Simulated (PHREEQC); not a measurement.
Consider water at 25 °C with 0.012 mol/kgw HF, 0.00059 mol/kgw NH4F and 7.9e-05 mol/kgw (NH4)2SiF6. Closed to the air; pH follows from the charge balance.

Equilibrium calculation in PHREEQC: ion-association model, phreeqc.dat.

Precipitation was switched off in this run.

Q: Order these F species by the share of F that they hold, largest first: HF, HF2-, F-, SiF6-2.

A: HF (72 %), F- (22 %), SiF6-2 (3.6 %), HF2- (1.6 %)

The pH is 2.64 and the ionic strength 0.00326 mol/kgw. Complexes and solids missing from the database can't appear. SiF6-2 is the database's only silicon fluoride.
